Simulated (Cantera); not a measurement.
Charge: 1 mol ZrN, 0.16 mol H2, at 5.30 bar.

These are equilibrium values from Cantera (NASA tables, ideal gas, pure condensed phases), not measurements of a reactor. Candidate condensed phases: Zr, ZrN; 22 gas species. Ions and electrons are included (thermal ionisation). Each liquid is taken as pure. Mutual solubility and eutectic melting of coexisting phases are not modelled. ZrN: taken at fixed stoichiometry. Condensed phases not in the tables: N, O or C dissolved in the metal. The numbers say what is thermodynamically allowed, not how fast it happens.

What share of the Zr ends up in condensed phases as a function of T (K), at 2500, 2750, 3000, 3250, 3500, 3750, 4000, 4250, 4500, 4750, 5000?


```json
[
 {"T (K)": "2500", "Zr condensed (%)": "100.0", "as": "ZrN(s)"},
 {"T (K)": "2750", "Zr condensed (%)": "100.0", "as": "ZrN(s)"},
 {"T (K)": "3000", "Zr condensed (%)": "100.0", "as": "ZrN(s)"},
 {"T (K)": "3250", "Zr condensed (%)": "100.0", "as": "Zr(l) + ZrN(l)"},
 {"T (K)": "3500", "Zr condensed (%)": "100.0", "as": "Zr(l) + ZrN(l)"},
 {"T (K)": "3750", "Zr condensed (%)": "99.9", "as": "Zr(l) + ZrN(l)"},
 {"T (K)": "4000", "Zr condensed (%)": "99.6", "as": "Zr(l) + ZrN(l)"},
 {"T (K)": "4250", "Zr condensed (%)": "98.3", "as": "Zr(l) + ZrN(l)"},
 {"T (K)": "4500", "Zr condensed (%)": "91.2", "as": "Zr(l)"},
 {"T (K)": "4750", "Zr condensed (%)": "77.4", "as": "Zr(l)"},
 {"T (K)": "5000", "Zr condensed (%)": "34.3", "as": "Zr(l)"}
]
```
